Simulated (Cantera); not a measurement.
A closed system holds: 1 mol Fe, 0.064 mol SO2, 16 mol N2, held at 1550 K and 100 Torr.

Cantera equilibrium calculation (NASA polynomials, part measured and part estimated; ideal gas, pure solids and liquids). Candidate condensed phases: Fe, FeO, FeS, FeSO4, FeS2, Fe2O3, Fe2(SO4)3, Fe3O4, S; 19 gas species. Metal and sulfide melt together well below either melting point, which pure phases cannot show. Mutual solubility and eutectic melting of coexisting phases are not modelled. The tables' stoichiometric FeO is somewhat more stable than real wüstite, so its field is too wide. FeO, FeS: taken at fixed stoichiometry. Rates play no part.

Task: What is the equilibrium state?

Result: 
```
Item                                 Result
-------------------------------  ----------
x(N2)                                 1.000
x(S2)                              0.000237
x(SO2)                              2.49e-5
x(SO)                               1.21e-5
x(Fe)                               3.14e-6
x(S)                                3.01e-6
n(Fe(γ))                          0.817 mol
n(FeO(s))                         0.127 mol
n(FeS(l))                        0.0558 mol
gas amount                        16.00 mol
log10 activity of S(l) (absent)       -3.51
```
